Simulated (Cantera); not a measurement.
Feed: 1 mol AlN, 0.01 mol N2, at 0.100 bar.

These are equilibrium values from Cantera (NASA tables, ideal gas, pure condensed phases), not measurements of a reactor. Candidate condensed phases: Al, AlN; 5 gas species. The numbers say what is thermodynamically allowed, not how fast it happens.

x: gas mole fraction; n: condensed amount in mol.

```csv
T (K),x N2,x Al,x Al2,x N,n AlN(s)
1573,1.00,2.09e-8,<1e-12,1.14e-12,1.00
1723,1.000,1.43e-6,<1e-12,2.76e-11,1.00
1873,1.000,4.94e-5,___,4.03e-10,1.00
2023,0.999,0.000999,___,3.96e-9,1.000
2173,0.987,0.0133,___,2.82e-8,1.000
2323,0.866,0.134,___,1.47e-7,0.998
2473,0.338,0.660,___,4.18e-7,0
2623,0.338,0.661,___,1.59e-6,0
2773,0.338,0.661,___,5.26e-6,0
2923,0.338,0.662,___,1.54e-5,0
3073,0.338,0.662,___,4.05e-5,0
```

Q: What belongs in the gaps?

A: 
- 1873, x Al2: 1.51e-10
- 2023, x Al2: 2.71e-8
- 2173, x Al2: 2.36e-6
- 2323, x Al2: 0.000128
- 2473, x Al2: 0.00180
- 2623, x Al2: 0.00112
- 2773, x Al2: 0.000726
- 2923, x Al2: 0.000493
- 3073, x Al2: 0.000348
